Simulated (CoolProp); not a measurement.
Properties of n-pentane along the isotherm 281.9 K (Tc = 469.7 K, pc = 33.68 bar, ω = 0.251).

Computed with CoolProp (reference Helmholtz-energy equation of state, Thol 2019).

| p (bar) | phase | density (kg/m³) | cp (kJ/(kg K)) | cv (kJ/(kg K)) | speed of sound (m/s) | conductivity (mW/(m K)) |
|---|---|---|---|---|---|---|
| 1.06 | liquid | 637.2 | 2.245 | 1.674 | [?] | 118 |
| 2.19 | liquid | 637.3 | 2.245 | 1.674 | 1086 | 118 |
| 4.49 | liquid | 637.6 | 2.244 | 1.674 | 1088 | 118 |
| 9.22 | liquid | 638.1 | 2.242 | 1.674 | [?] | 119 |
| 18.9 | liquid | 639.2 | 2.239 | 1.675 | 1100 | 119 |
| 38.9 | liquid | [?] | 2.234 | 1.676 | 1116 | 120 |
| 79.9 | liquid | 645.6 | 2.223 | 1.679 | 1149 | 122 |
| 164 | liquid | [?] | 2.206 | 1.684 | 1209 | [?] |
| 337 | liquid | 667.7 | 2.182 | 1.694 | 1317 | [?] |

Task: Some entries are withheld; supply them.

Result: 
- 1.06, speed of sound (m/s): 1085
- 9.22, speed of sound (m/s): 1092
- 38.9, density (kg/m³): 641.4
- 164, density (kg/m³): 653.6
- 164, conductivity (mW/(m K)): 127
- 337, conductivity (mW/(m K)): 135

Thermal conductivity comes from a separate model (Vassiliou 2015).
